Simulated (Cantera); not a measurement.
Charge: 1 mol Fe(CO)₅, 0.67 mol H₂, equilibrated at 1125 °C and 3.40 bar.

Equilibrium computed with Cantera from the NASA thermochemical tables; the gas is ideal and each condensed phase is pure. Candidate condensed phases: C, C₆H₆, C₇H₈, C₈H₁₈, Fe, Fe(CO)₅, FeO, Fe(OH)₂, Fe(OH)₃, Fe₂O₃, Fe₃O₄, H₂O; 114 gas species. Condensed phases not in the tables: cementite and carbon dissolved in iron. Rates play no part.

Base state: CO 0.877, H₂ 0.117, CO₂ 0.00457, H₂O 0.00132, CH₄ 0.000204 (mole fractions); condensed: C(graphite) + Fe(γ).

What changes in the equilibrium state with this change: 0.75 mol O₂ added?


```tsv
species	before	after
CO	0.877	0.752
CO₂	0.00457	0.130
H₂	0.117	0.0860
H₂O	0.00132	0.0322
CH₄	0.000204	2.83e-6
C(graphite), mol	0.0320	0
Fe(γ), mol	1.00	0.420
FeO(s), mol	0	0.580
```
Mutual solubility and eutectic melting of coexisting phases are not modelled. The tables' stoichiometric FeO is somewhat more stable than real wüstite, so its field is too wide. FeO: taken at fixed stoichiometry.

What changes in the equilibrium state with this change: H₂ from 0.67 to 0.17 mol?


```tsv
species	before	after
CO	0.877	0.961
H₂	0.117	0.0326
CO₂	0.00457	0.00550
CH₄	0.000204	1.58e-5
H₂O	0.00132	0.000404
C(graphite), mol	0.0320	0.0302
Fe(γ), mol	1.00	1.00
```
